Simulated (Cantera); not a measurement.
An isothermal, constant-pressure homogeneous reactor starts with 1.18 % CH4, 98.1 % H2, 0.726 % O2, equivalence ratio 71, at 2550 K and 4300 Pa.

Detailed kinetics in Cantera: GRI-Mech 3.0 (53 species, 325 reactions). Radical loss at walls, strong at low pressure, is not modelled.

x: mole fraction; the columns are a selection and need not sum to one.

```tsv
t (s)	x CH4	x H2	x O2	x H2O2	x HCO
5.00e-6	0.0117	0.981	0.00724	(withheld)	2.00e-10
1.88e-5	0.0115	0.980	0.00714	(withheld)	9.32e-9
7.07e-5	0.0105	0.973	0.00587	(withheld)	3.33e-7
0.000266	0.00706	0.951	0.000225	(withheld)	3.82e-7
0.00100	0.00239	0.942	1.52e-8	1.53e-12	2.73e-7
0.00376	0.000415	0.933	2.12e-8	1.71e-12	8.98e-8
0.0141	0.000135	0.918	1.50e-8	<1e-12	4.50e-8
0.0532	8.30e-6	0.886	6.24e-9	<1e-12	1.27e-8
0.200	1.54e-11	0.850	1.03e-8	<1e-12	8.63e-9
0.752	1.39e-11	0.847	1.09e-8	<1e-12	8.52e-9
2.83	1.39e-11	0.847	1.09e-8	<1e-12	8.52e-9
10.6	1.39e-11	0.847	1.09e-8	<1e-12	8.52e-9
40.0	1.39e-11	0.847	1.09e-8	<1e-12	8.52e-9
```

Task: Complete the blanks.

Result: 
- 5.00e-6, x H2O2: 3.17e-7
- 1.88e-5, x H2O2: 5.26e-7
- 7.07e-5, x H2O2: 2.81e-7
- 0.000266, x H2O2: 5.50e-9
